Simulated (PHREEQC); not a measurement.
Model water analysis in mg/L, 25 °C, pH 7.33, pe -1.5:

```tsv
constituent	mg/L
Na	2460
K	188
Ca	147
Mg	148
Cl	3230
S(6) as SO4	1980
Alkalinity as HCO3	16
B	6.1
```

Valence states are taken as typed.

Model: ion-association model, phreeqc.dat, run in PHREEQC.

No solid was allowed to form.

**Question.** Order these C species by the share of C that they hold, largest first: HCO3-, CaHCO3+, MgHCO3+, NaHCO3, CO2.

**Answer.** HCO3- (87 %), CO2 (6.8 %), NaHCO3 (2.9 %), MgHCO3+ (1.7 %), CaHCO3+ (1.1 %)

The pH is 7.33 and the ionic strength 0.147 mol/kgw.
